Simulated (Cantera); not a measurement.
A perfectly stirred reactor is fed with 56.8 % NO, 36.9 % N₂, 6.25 % H₂O, at 8.25 Torr; it is held at 2075 K, and followed from long to short residence time.

Detailed kinetics in Cantera: GRI-Mech 3.0 (53 species, 325 reactions). Radical loss at walls, strong at low pressure, is not modelled.

x: mole fraction; the columns are a selection and need not sum to one.

```
τ (s)      x NO    x N₂O      x O      x O₂   x N₂    x NO₂
-------  ------  -------  -------  --------  -----  -------
28       0.0837  6.52e-7  0.00539     0.237  0.608  1.43e-5
7.8       0.193  3.04e-6  0.00471     0.183  0.554  2.92e-5
2.1           …        …        …         …      …        …
0.59      0.512  1.95e-5  0.00158    0.0265  0.395  3.32e-5
0.16      0.557        …        …         …  0.373        …
0.045     0.566  5.48e-5  9.09e-5   0.00101  0.369  3.24e-5
0.012     0.568  4.65e-5  3.06e-5  0.000116  0.369  4.36e-5
0.0034    0.568  1.98e-5  4.31e-6   1.25e-6  0.369  1.01e-5
0.00094   0.568  6.22e-6  1.74e-6   4.35e-8  0.369  9.34e-7
```

Question: Fill in the missing entries.

Answer: 
- 2.1, x NO: 0.380
- 2.1, x N₂O: 1.11e-5
- 2.1, x O: 0.00325
- 2.1, x O₂: 0.0903
- 2.1, x N₂: 0.461
- 2.1, x NO₂: 4.12e-5
- 0.16, x N₂O: 3.10e-5
- 0.16, x O: 0.000435
- 0.16, x O₂: 0.00518
- 0.16, x NO₂: 2.57e-5
